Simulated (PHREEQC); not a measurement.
PHREEQC input (ion-association model, phreeqc.dat):

```
SOLUTION 0
  temp 40
  units mmol/kgw
  pH 7 charge
  S(6) 20
  Na 40
  Cl 1.95
  Cd 0.97
  O(0) 1 O2(g) -0.68
SOLUTION 1-40
  temp 40
  units mmol/kgw
  pH 7 charge
  S(6) 7.4
  Na 14.8
  Cl 10.01
  K 10
  O(0) 1 O2(g) -0.68
END
EXCHANGE 1-40
  X 0.076
  -equilibrate 1
END
SELECTED_OUTPUT 1
  -reset false
  -pH true
  -pe true
  -ionic_strength true
  -water true
  -step true
  -totals Cd Cl K Na S S(-2) S(6)
  -molalities CdX2 NaX KX
  -saturation_indices Halite Sylvite Cd(OH)2
PRINT
  -reset false
TRANSPORT
  -cells 40
  -shifts 240
  -lengths 0.0125
  -time_step 720
  -dispersivities 0.04
  -boundary_conditions flux flux
  -correct_disp true
  -punch_cells 40
  -punch_frequency 8
END
```

Selected output (columns that matter, 12 of 31 rows; pore volumes added in front):

```
pore volumes	pH	mu	Cd	Cl	K	Na	S	m_CdX2	m_NaX	m_KX	si_Halite	si_Sylvite	si_Cd(OH)2
0	5.2358	0.031039	0	0.01001	0.01	0.0148	0.0074	0	0.018628	0.057372	-5.5668	-5.1362	-1000
0.6125	5.2651	0.034738	0	0.008914	0.010954	0.016177	0.0091133	0	0.018628	0.057372	-5.5868	-5.1566	-1000
1.0125	5.3434	0.046867	2.4852e-20	0.0052726	0.014005	0.02087	0.014806	4.0221e-19	0.018842	0.057158	-5.7276	-5.3054	-23.261
1.6125	5.3896	0.05586	3.3165e-14	0.0025503	0.014627	0.026036	0.019061	4.4506e-13	0.021531	0.054469	-5.9616	-5.6194	-17.077
2.2125	5.398	0.057652	4.893e-12	0.0020352	0.012396	0.029363	0.019867	7.6266e-11	0.02621	0.04979	-6.0101	-5.7925	-14.898
2.8125	5.3997	0.057995	5.8839e-11	0.0019612	0.010116	0.031801	0.019982	1.1109e-09	0.031261	0.044739	-5.9921	-5.8975	-13.816
3.2125	5.4001	0.058078	1.7593e-10	0.0019528	0.0088357	0.033098	0.019996	3.7389e-09	0.03453	0.04147	-5.9767	-5.9582	-13.34
3.8125	5.4005	0.058155	5.9381e-10	0.0019504	0.0072589	0.03468	0.019999	1.4761e-08	0.039143	0.036857	-5.9571	-6.0443	-12.811
4.4125	5.4008	0.058211	1.4883e-09	0.00195	0.0060104	0.035929	0.02	4.2285e-08	0.043365	0.032634	-5.9419	-6.1264	-12.412
5.0125	5.4011	0.058255	3.1281e-09	0.00195	0.0050086	0.036931	0.02	9.9624e-08	0.047202	0.028798	-5.93	-6.2057	-12.089
5.4125	5.4012	0.058279	4.8114e-09	0.00195	0.0044473	0.037493	0.02	1.6384e-07	0.049556	0.026443	-5.9235	-6.2574	-11.902
6.0125	5.4014	0.058311	8.5848e-09	0.00195	0.0037317	0.038208	0.02	3.1946e-07	0.052801	0.023198	-5.9153	-6.3336	-11.65
```

Away from 25 °C the constants follow the database's enthalpies or fits; those with neither stay at their 25 °C values.
